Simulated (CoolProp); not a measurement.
Properties of water along the isotherm 469.45 °C (Tc = 373.9 °C, pc = 220.6 bar, ω = 0.344).

Model: reference Helmholtz-energy equation of state, Wagner 2002, in CoolProp.

```csv
p (bar),phase,density (kg/m³),Prandtl number
36.8,gas,?,0.945
73.5,gas,23.03,?
110,gas,?,1.02
147,gas,50.24,1.07
184,gas,66.17,1.14
221,supercritical,84.11,?
257,supercritical,104.0,1.29
294,supercritical,127.6,?
331,supercritical,155.3,1.48
368,supercritical,187.8,1.58
405,supercritical,225.4,1.65
441,supercritical,265.8,1.68
478,supercritical,?,1.63
515,supercritical,347.7,1.54
552,supercritical,382.8,1.43
```

**Question.** Complete the blanks.

**Answer.** 
- 36.8, density (kg/m³): 11.11
- 73.5, Prandtl number: 0.980
- 110, density (kg/m³): 35.91
- 221, Prandtl number: 1.21
- 294, Prandtl number: 1.38
- 478, density (kg/m³): 308.0

Viscosity comes from a separate model (Huber 2009). Thermal conductivity comes from a separate model (Huber 2012).
